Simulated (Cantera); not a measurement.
Feed: 1 mol Si₃N₄, 1.6 mol H₂O, 160 mol H₂, 0.078 mol CO₂, held at 1.30 mbar.

These are equilibrium values from Cantera (NASA tables, ideal gas, pure condensed phases), not measurements of a reactor. Candidate condensed phases: C, C₆H₆, C₇H₈, C₈H₁₈, H₂O, Si, SiC, SiO₂, Si₂N₂O, Si₃N₄; 151 gas species. Gases not in the tables: Si₂H₆ and higher silanes. Equilibrium is a limit: real reactors are often held back by kinetics, nucleation or transport. All values below are at 1723 K.

Base state: H₂ 0.972, N₂ 0.0121, SiO 0.0101, H 0.00499, Si 0.000756, CO 0.000461, SiH 3.87e-5, SiH₂ 1.65e-5 (mole fractions); condensed: Si(l).

Q: What changes in the equilibrium state with this change: pressure from 1.30 mbar to 1.50 bar?

A: 
```tsv
species	before	after
H₂	0.972	0.994
N₂	0.0121	0.00386
SiO	0.0101	0.00147
Si	0.000756	1.12e-8
H₂O	2.06e-8	0.000206
SiH	3.87e-5	1.97e-8
SiH₂	1.65e-5	2.89e-7
H	0.00499	0.000148
Si(l), mol	1.18	0
SiO₂(condensed), mol	0	0.0172
Si₂N₂O(s), mol	0	1.37
```
Mutual solubility and eutectic melting of coexisting phases are not modelled. The tables hold silica as quartz up to 1696 K and as liquid above; real silica turns to tridymite and cristobalite and melts near 1996 K.
